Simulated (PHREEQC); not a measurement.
Solution (25 °C): 0.0095 mol MgCl2 and 2.1e-05 mol H4SiO4 per kg of water. Closed to the air; pH follows from the charge balance.

The numbers come from PHREEQC with the ion-association model, phreeqc.dat.

No solid was allowed to form.

Task: Estimate the pH.

Result: pH 6.74.
